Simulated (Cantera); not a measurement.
Thermodynamics of fluorocarbon and chlorocarbon gases, feed c-C4F8 + H2

Feed: 1 mol c-C4F8, 3.5 mol H2, equilibrated at 0.00133 bar.

Method: chemical equilibrium by Gibbs-energy minimisation in Cantera with the NASA 1993 tables (ideal gas, pure condensed phases). Candidate condensed phases: C, C6H6, C7H8, C8H18; 110 gas species. Ions and electrons are included (thermal ionisation). The feed counts by its element totals alone. Gases not in the tables: C2F6 and larger saturated fluorocarbons. Rates play no part.

From 2000 K to 2750 K the condensed part is C(graphite). From 3000 K to 5000 K nothing is condensed. The main C-bearing gas is CF2 at 2000 K and C at 5000 K.

| T (K) | x HF | x F | x H | x C | x C3 | x CF2 | x CF | x C2 | n C(graphite) |
|---|---|---|---|---|---|---|---|---|---|
| 2000 | 0.918 | 0.0475 | 1.58e-5 | 2.28e-8 | 2.08e-8 | 0.0263 | 0.000221 | 1.76e-9 | 3.74 |
| 2250 | 0.884 | 0.103 | 0.000361 | 2.73e-6 | 4.87e-6 | 0.0111 | 0.00142 | 4.29e-7 | 3.90 |
| 2500 | 0.863 | 0.123 | 0.00696 | 0.000125 | 0.000373 | 0.00229 | 0.00401 | 3.44e-5 | 3.94 |
| 2750 | 0.745 | 0.165 | 0.0599 | 0.00283 | 0.0127 | 0.000838 | 0.0108 | 0.00122 | 3.52 |
| 3000 | 0.408 | 0.254 | 0.186 | 0.0273 | 0.0871 | 0.000375 | 0.0212 | 0.0123 | 0 |
| 3250 | 0.157 | 0.365 | 0.312 | 0.0855 | 0.0429 | 8.63e-5 | 0.0171 | 0.0182 | 0 |
| 3500 | 0.0410 | 0.406 | 0.356 | 0.165 | 0.00893 | 1.18e-5 | 0.00837 | 0.0135 | 0 |
| 3750 | 0.0109 | 0.416 | 0.365 | 0.200 | 0.000733 | 1.25e-6 | 0.00288 | 0.00486 | 0 |
| 4000 | 0.00334 | 0.419 | 0.367 | 0.208 | 5.55e-5 | 1.50e-7 | 0.000981 | 0.00153 | 0 |
| 4250 | 0.00116 | 0.420 | 0.368 | 0.209 | 5.30e-6 | 2.23e-8 | 0.000368 | 0.000528 | 0 |
| 4500 | 0.000451 | 0.421 | 0.368 | 0.210 | 6.46e-7 | 4.07e-9 | 0.000152 | 0.000202 | 0 |
| 4750 | 0.000193 | 0.421 | 0.368 | 0.210 | 9.76e-8 | 8.82e-10 | 6.89e-5 | 8.53e-5 | 0 |
| 5000 | 9.00e-5 | 0.421 | 0.368 | 0.210 | 1.77e-8 | 2.22e-10 | 3.36e-5 | 3.90e-5 | 0 |
x: gas mole fraction; n: condensed amount in mol.
